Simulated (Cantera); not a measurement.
Input (Python, Cantera) and output of one run.

```python
import numpy as np
import cantera as ct

gas_names = """
    B BF BF2 BF3 BN B2 F F2 N NF NF2 NF3 N2
""".split()
cond_names = """
    B(b) B(L) BN(s)
""".split()


# ... load() reads the species with a 1 bar reference pressure and builds the phases ...
atoms = {
    'BN': {'B': 1, 'N': 1},
    'F2': {'F': 2},
    'N2': {'N': 2},
}
top_T = {'BN(s)': 3200}  # K; cautious upper limits of use, not melting points


# ... equilibrate(T, P, feed) seeds the gas with the atoms and calls Mixture.equilibrate('TP', solver="vcs", rtol=1e-11, max_steps=5000) ...
results = []
T = 2000  # K
P = 1900  # Pa
for m in [3.9, 8, 12, 16, 20, 24, 28, 33, 37, 41, 45, 49]:
    feed = {'BN': 1, 'F2': 1.7, 'N2': m}  # mol
    mix = equilibrate(T, P, feed)
    results.append((T, P, feed, dict(zip(mix.species_names, mix.species_moles))))
    x = sorted(zip(gas.X, gas.species_names), reverse=True)
    print(f"T = {T:g} K  P = {P:g} Pa  n(N2) = {m:g} mol  gas = {mix.phase_moles(0):.4g} mol")
    print("   x: " + "  ".join(f"{s} {v:.3e}" for v, s in x if v > 0.001))
    print("   condensed (mol): " + ("  ".join(f"{mix.phase(i).name} {mix.phase_moles(i):.4g}"
          for i in range(1, mix.n_phases) if mix.phase_moles(i) > 1e-12) or "none"))
```

It prints:

```
T = 2000 K  P = 1900 Pa  n(N2) = 3.9 mol  gas = 5.8 mol
   x: N2 7.586e-01  BF3 1.724e-01  F 6.897e-02
   condensed (mol): none
T = 2000 K  P = 1900 Pa  n(N2) = 8 mol  gas = 9.9 mol
   x: N2 8.586e-01  BF3 1.010e-01  F 4.040e-02
   condensed (mol): none
T = 2000 K  P = 1900 Pa  n(N2) = 12 mol  gas = 13.9 mol
   x: N2 8.993e-01  BF3 7.194e-02  F 2.878e-02
   condensed (mol): none
T = 2000 K  P = 1900 Pa  n(N2) = 16 mol  gas = 17.9 mol
   x: N2 9.218e-01  BF3 5.586e-02  F 2.235e-02
   condensed (mol): none
T = 2000 K  P = 1900 Pa  n(N2) = 20 mol  gas = 21.9 mol
   x: N2 9.361e-01  BF3 4.566e-02  F 1.827e-02
   condensed (mol): none
T = 2000 K  P = 1900 Pa  n(N2) = 24 mol  gas = 25.9 mol
   x: N2 9.459e-01  BF3 3.861e-02  F 1.544e-02
   condensed (mol): none
T = 2000 K  P = 1900 Pa  n(N2) = 28 mol  gas = 29.9 mol
   x: N2 9.532e-01  BF3 3.344e-02  F 1.338e-02
   condensed (mol): none
T = 2000 K  P = 1900 Pa  n(N2) = 33 mol  gas = 34.9 mol
   x: N2 9.599e-01  BF3 2.865e-02  F 1.146e-02
   condensed (mol): none
T = 2000 K  P = 1900 Pa  n(N2) = 37 mol  gas = 38.9 mol
   x: N2 9.640e-01  BF3 2.571e-02  F 1.028e-02
   condensed (mol): none
T = 2000 K  P = 1900 Pa  n(N2) = 41 mol  gas = 42.9 mol
   x: N2 9.674e-01  BF3 2.331e-02  F 9.325e-03
   condensed (mol): none
T = 2000 K  P = 1900 Pa  n(N2) = 45 mol  gas = 46.9 mol
   x: N2 9.701e-01  BF3 2.132e-02  F 8.530e-03
   condensed (mol): none
T = 2000 K  P = 1900 Pa  n(N2) = 49 mol  gas = 50.9 mol
   x: N2 9.725e-01  BF3 1.965e-02  F 7.859e-03
   condensed (mol): none
```

Equilibrium computed with Cantera from the NASA thermochemical tables; the gas is ideal and each condensed phase is pure.
